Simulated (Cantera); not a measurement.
Cantera run:

```python
import numpy as np
import cantera as ct

gas_names = """
    Cu CuF CuF2 CuO Cu2 F FO FO2 F2 F2O H HF HNO HNO2 HNO3 HOF HO2 H2 H2F2 H2O H2O2 H3F3 H4F4 H5F5 H6F6
    H7F7 N NF NF2 NF3 NH NH2 NH3 NH2OH NO NO2 NO3 N2 N2H2 N2H4 N2O O OH O2 O3
""".split()
cond_names = """
    Cu(cr) Cu(L) CuF2(s) CuF2(L) CuO(s) CuO2H2(s) Cu2O(s) Cu2O(L) H2O(s) H2O(L)
""".split()


def load(file, names, dense=False):
    # The tables refer to 1 bar. Condensed volumes are neglected.
    table = {s.name: s for s in ct.Species.list_from_file(file)}
    out = []
    for n in names:
        d = dict(table[n].input_data)
        d["thermo"] = dict(d["thermo"], **{"reference-pressure": 1e5})
        if dense:
            d["equation-of-state"] = {"model": "constant-volume", "density": "1e6 g/cm^3"}
        out.append(ct.Species.from_dict(d))
    return out


gas = ct.Solution(thermo="ideal-gas", species=load("nasa_gas.yaml", gas_names))
cond = {s.name: ct.Solution(thermo="fixed-stoichiometry", species=[s], name=s.name)
        for s in load("nasa_condensed.yaml", cond_names, dense=True)}
atoms = {
    'CuO': {'Cu': 1, 'O': 1},
    'HF': {'H': 1, 'F': 1},
    'N2': {'N': 2},
}
top_T = {'CuO(s)': 1390}  # K; cautious upper limits of use, not melting points


def equilibrate(T, P, feed):
    n = {}
    for name, mol in feed.items():
        for a, k in atoms[name].items():
            n[a] = n.get(a, 0.0) + k * mol
    gas.TPX = T, P, n
    mass = sum(n.values()) * gas.mean_molecular_weight
    gas.equilibrate("TP")
    valid = [c for c in cond.values() if c.min_temp <= T <= top_T.get(c.name, c.max_temp)]
    mix = ct.Mixture([(gas, mass / gas.mean_molecular_weight)] + [(c, 0.0) for c in valid])
    mix.T, mix.P = T, P
    mix.equilibrate("TP", solver="vcs", rtol=1e-11, max_steps=5000)
    return mix


results = []
T = 948  # K
P = 10000  # Pa
for m in [1.5, 2.1, 3, 4.3, 6.1, 8.7, 12, 18, 25]:
    feed = {'CuO': 1, 'HF': m, 'N2': 87}  # mol
    mix = equilibrate(T, P, feed)
    results.append((T, P, feed, dict(zip(mix.species_names, mix.species_moles))))

top = {s: max(r[3][s] / sum(r[3][g] for g in gas_names) for r in results) for s in gas_names}
cols = sorted((s for s in top if top[s] > 0.001), key=lambda s: -top[s])[:8]
seen = [c for c in cond_names if any(r[3].get(c, 0) > 1e-12 for r in results)]
print("log10 of partial pressures in bar; condensed amounts in mol")
print(f"{'n(HF)':>10s}" + "".join(f"{s[:9]:>10s}" for s in cols + seen))
for T, P, feed, n in results:
    ng = sum(n[g] for g in gas_names)
    print(f"{feed['HF']:10.4g}" + "".join(f"{np.log10(max(n[s] / ng * P / 1e5, 1e-99)):10.3f}" for s in cols)
          + "".join(f"{n.get(c, 0):10.4g}" for c in seen))
```

Result:

```
log10 of partial pressures in bar; condensed amounts in mol
     n(HF)        N2        HF   CuF2(s)    CuO(s)   Cu2O(s)
       1.5    -1.008    -2.771         0    0.9213   0.03919
       2.1    -1.010    -2.628         0    0.9207   0.03944
         3    -1.015    -2.477         0    0.9198   0.03983
       4.3    -1.021    -2.327         0    0.9184   0.04038
       6.1    -1.030    -2.184         0    0.9166   0.04116
       8.7    -1.041    -2.042         0    0.9139   0.04228
        12    -1.056    -1.917         0    0.9105   0.04372
        18    -1.082    -1.766 0.0005932    0.9039   0.04634
        25    -1.110    -1.652   0.00299    0.8952   0.04942
```

These are equilibrium values from Cantera (NASA tables, ideal gas, pure condensed phases), not measurements of a reactor.
